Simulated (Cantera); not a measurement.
Feed: 1 mol Si, 0.44 mol CO2, 3.9 mol H2, equilibrated at 1573.15 K and 4.20 Pa.

Equilibrium computed with Cantera from the NASA thermochemical tables; the gas is ideal and each condensed phase is pure. Candidate condensed phases: C, C6H6, C7H8, C8H18, H2O, Si, SiC, SiO2; 123 gas species. Equilibrium is a limit: real reactors are often held back by kinetics, nucleation or transport.

Base state: H2 0.810, SiO 0.150, CO 0.0336, H 0.00566, Si 0.000518 (mole fractions); condensed: SiC(s).

**Question.** What changes in the equilibrium state with this change: CO2 from 0.44 to 2.9 mol?

**Answer.** 
```
species                before    after
-------------------  --------  -------
H2                      0.810    0.466
CO                     0.0336    0.395
H2O                   4.90e-8    0.103
SiO                     0.150  0.00138
CO2                     <1e-9   0.0302
Si                   0.000518    <1e-9
OH                      <1e-9  3.43e-5
SiC(s), mol             0.279        0
SiO2(β-quartz), mol         0    0.991
```
The tables hold silica as quartz up to 1696 K and as liquid above; real silica turns to tridymite and cristobalite and melts near 1996 K.
